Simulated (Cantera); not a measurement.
An adiabatic, constant-volume homogeneous reactor starts with CH3OH : O2 : N2 = 1 : 2.24 : 24.6 (molar parts), equivalence ratio 0.67, at 1173 K and 860000 Pa.

Detailed kinetics in Cantera: GRI-Mech 3.0 (53 species, 325 reactions). GRI-Mech 3.0 was tuned for natural gas; its chemistry of methanol as a main component is partial and can be far from experiment.

### Question
Predict: time of steepest temperature rise; temperature at 3.00 s; equilibrium temperature; x(O2) at 3.00 s; x(OH) at 3.00 s; x(NO) at 3.00 s; x(CO) at 3.00 s.

### Answer
```json
{
 "time_of_steepest_temperature_rise": "3.88 ms",
 "temperature at 3.00 s": "2002 K",
 "equilibrium_temperature": "2002 K",
 "x(O2) at 3.00 s": "0.0246 (gas-phase equilibrium 0.0246)",
 "x(OH) at 3.00 s": "0.000517 (gas-phase equilibrium 0.000517)",
 "x(NO) at 3.00 s": "0.00275 (gas-phase equilibrium 0.00278)",
 "x(CO) at 3.00 s": "7.85e-5 (gas-phase equilibrium 7.85e-5)"
}
```
